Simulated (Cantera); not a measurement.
A closed system holds: 1 mol SiH4, 0.11 mol NH3, equilibrated at 1377 °C and 10.0 Torr.

These are equilibrium values from Cantera (NASA tables, ideal gas, pure condensed phases), not measurements of a reactor. Candidate condensed phases: Si, Si3N4; 18 gas species. Kinetics and transport are ignored.

Base state: H2 0.974, N2 0.0248, H 0.000777, Si 2.01e-5 (mole fractions); condensed: Si(s).

Q: What changes in the equilibrium state with this change: temperature from 1377 °C to 1850 °C?

A: 
```json
[
 {"species": "H2", "before": "0.974", "after": "0.932"},
 {"species": "H", "before": "0.000777", "after": "0.0300"},
 {"species": "N2", "before": "0.0248", "after": "0.0240"},
 {"species": "Si", "before": "2.01e-5", "after": "0.0128"},
 {"species": "Si2", "before": "6.77e-8", "after": "0.000175"},
 {"species": "Si3", "before": "1.61e-8", "after": "3.53e-5"},
 {"species": "SiH", "before": "4.18e-6", "after": "0.000735"},
 {"species": "Si(s), mol", "before": "1.000", "after": "0"},
 {"species": "Si(l), mol", "before": "0", "after": "0.967"}
]
```
The tables' values for SiN are old estimates; treat these amounts as uncertain. Gases not in the tables: Si2H6 and higher silanes.

Q: What changes in the equilibrium state with this change: pressure from 10.0 Torr to 3.75 Torr?

A: 
```tsv
species	before	after
H2	0.974	0.974
N2	0.0248	0.0248
H	0.000777	0.00127
Si	2.01e-5	5.36e-5
Si(s), mol	1.000	1.000
```

Q: What changes in the equilibrium state with this change: temperature from 1377 °C to 1825 °C?

A: 
```json
[
 {"species": "H2", "before": "0.974", "after": "0.939"},
 {"species": "H", "before": "0.000777", "after": "0.0259"},
 {"species": "N2", "before": "0.0248", "after": "0.0242"},
 {"species": "Si", "before": "2.01e-5", "after": "0.00981"},
 {"species": "Si2", "before": "6.77e-8", "after": "0.000127"},
 {"species": "Si3", "before": "1.61e-8", "after": "2.60e-5"},
 {"species": "SiH", "before": "4.18e-6", "after": "0.000598"},
 {"species": "Si(s), mol", "before": "1.000", "after": "0"},
 {"species": "Si(l), mol", "before": "0", "after": "0.975"}
]
```
The tables' values for SiN are old estimates; treat these amounts as uncertain. Gases not in the tables: Si2H6 and higher silanes.
